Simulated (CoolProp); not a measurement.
A closed Brayton cycle with carbon dioxide: compressor inlet 328.15 K and 9.3 MPa, high pressure 21.6 MPa, turbine inlet 635 K, compressor efficiency 0.85, turbine efficiency 0.85, recuperator effectiveness 0 (on enthalpy, no pinch check). Each further row changes one setting.

Model: reference Helmholtz-energy equation of state, Span 1996, in CoolProp.

| case | thermal efficiency (%) | net work (kJ/kg) | compressor to turbine work | compressor exit (K) | turbine exit (K) |
|---|---|---|---|---|---|
| as stated | [?] | 37.3 | 0.52 | 394.4 | 550.8 |
| turbine inlet 585 K | [?] | [?] | 0.58 | 394.4 | [?] |
| compressor inlet 338.15 K | 10.2 | 31.2 | 0.60 | [?] | 550.8 |
| high pressure 18.4 MPa | 9.3 | 32.6 | 0.49 | 381.5 | [?] |
| recuperator effectiveness 0.5 | [?] | 37.3 | 0.52 | 394.4 | 550.8 |

Q: Fill in the missing entries.

A: 
- as stated, thermal efficiency (%): 11.0
- turbine inlet 585 K, thermal efficiency (%): 10.6
- turbine inlet 585 K, net work (kJ/kg): 29.1
- turbine inlet 585 K, turbine exit (K): 503.7
- compressor inlet 338.15 K, compressor exit (K): 411.2
- high pressure 18.4 MPa, turbine exit (K): 566.7
- recuperator effectiveness 0.5, thermal efficiency (%): 15.2
